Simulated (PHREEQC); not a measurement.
Make-up at 25 °C and 100 atm: 0.0015 mol/kgw HF, 0.0017 mol/kgw Na2CO3 and 0.16 mol/kgw LiCl. Closed to the air; pH follows from the charge balance.

All values are PHREEQC results (ion-association model, phreeqc.dat), not measurements.

This is a speciation only: nothing precipitates in the calculation.

Problem. Predict the pH.

Solution. pH 9.00.

Problem. In which forms is C present?

Solution. HCO3- 89 %, CO3-2 11 % of the C.

Species that the database lacks are ignored. Under pressure, the constants of complexes without a molar volume in the database are unreliable.
